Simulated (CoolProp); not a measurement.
Vapour-liquid equilibrium of R22 (1) + R115 (2) at 18.6 kPa; x and y are mole fractions of (1).

Model: multi-fluid Helmholtz-energy mixture model, Kamei 1995 and Lemmon 2016; pair parameters Bell 2016, in CoolProp.

Question: Give the bubble temperature and the first vapour's composition at x = 0.15, 0.35, 0.55. Is there an azeotrope?

Answer: x = 0.15: -75.0 °C, y = 0.305; x = 0.35: -75.9 °C, y = 0.407; x = 0.55: -75.8 °C, y = 0.484. y crosses x between x = 0.35 and 0.45: the model has an azeotrope there.

The pair parameters rest on a limited set of measurements; away from them the model extrapolates.
